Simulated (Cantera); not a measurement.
**Thermodynamics of abatement and gas-phase synthesis, feed HF + H2O**

Feed: 1 mol HF, 0.19 mol H2O, equilibrated at 550 K and 1.33 mbar.

These are equilibrium values from Cantera (NASA tables, ideal gas, pure condensed phases), not measurements of a reactor. Candidate condensed phases: H2O; 22 gas species. Kinetics and transport are ignored.

```yaml
x(HF): 0.840
x(H2O): 0.160
gas_amount: 1.190 mol
```
